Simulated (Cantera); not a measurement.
## CuO + CH₄ + H₂ + CO (carbothermic reduction)

Feed: 1 mol CuO, 0.9 mol CH₄, 2.4 mol H₂, 18 mol CO, held at 13.3 mbar.

These are equilibrium values from Cantera (NASA tables, ideal gas, pure condensed phases), not measurements of a reactor. Candidate condensed phases: C, C₆H₆, C₇H₈, C₈H₁₈, Cu, CuO, Cu(OH)₂, Cu₂O, H₂O; 113 gas species. Kinetics and transport are ignored.

At 1350 K the condensed part is Cu(s). From 1450 K to 1750 K the condensed part is Cu(l). From 1850 K to 2250 K nothing is condensed. The main Cu-bearing gas is Cu throughout.

| T (K) | x CO | x H₂ | x Cu | x H | x CO₂ | x H₂O | n Cu(s) | n Cu(l) |
|---|---|---|---|---|---|---|---|---|
| 1350 | 0.815 | 0.180 | 3.67e-5 | 8.77e-6 | 0.00302 | 0.00131 | 0.999 | 0 |
| 1450 | 0.815 | 0.180 | 0.000258 | 3.48e-5 | 0.00284 | 0.00149 | 0 | 0.994 |
| 1550 | 0.814 | 0.180 | 0.00139 | 0.000116 | 0.00267 | 0.00165 | 0 | 0.968 |
| 1650 | 0.811 | 0.179 | 0.00609 | 0.000333 | 0.00252 | 0.00178 | 0 | 0.858 |
| 1750 | 0.797 | 0.175 | 0.0224 | 0.000843 | 0.00235 | 0.00188 | 0 | 0.469 |
| 1850 | 0.781 | 0.171 | 0.0413 | 0.00193 | 0.00220 | 0.00194 | 0 | 0 |
| 1950 | 0.781 | 0.170 | 0.0414 | 0.00409 | 0.00211 | 0.00202 | 0 | 0 |
| 2050 | 0.779 | 0.167 | 0.0413 | 0.00804 | 0.00204 | 0.00209 | 0 | 0 |
| 2150 | 0.776 | 0.163 | 0.0412 | 0.0148 | 0.00197 | 0.00212 | 0 | 0 |
| 2250 | 0.772 | 0.157 | 0.0410 | 0.0255 | 0.00192 | 0.00212 | 0 | 0 |
x: gas mole fraction; n: condensed amount in mol.
